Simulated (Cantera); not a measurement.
Input: 1 mol Cr, 0.075 mol O2, 46 mol H2, at 1975 K and 2.80 Pa.

These are equilibrium values from Cantera (NASA tables, ideal gas, pure condensed phases), not measurements of a reactor. Candidate condensed phases: Cr, Cr2O3, H2O; 13 gas species. The numbers say what is thermodynamically allowed, not how fast it happens.

Base state: H2 0.754, H 0.225, Cr 0.0188, H2O 0.00270, OH 7.65e-5, CrO 4.42e-5, O 1.68e-5 (mole fractions); condensed: gas only.

Task: What changes in the equilibrium state with this change: O2 from 0.075 to 0.038 mol?

Result: 
```
species   before    after
-------  -------  -------
H2         0.754    0.755
H          0.225    0.225
Cr        0.0188   0.0189
H2O      0.00270  0.00137
O        1.68e-5  8.48e-6
OH       7.65e-5  3.87e-5
```
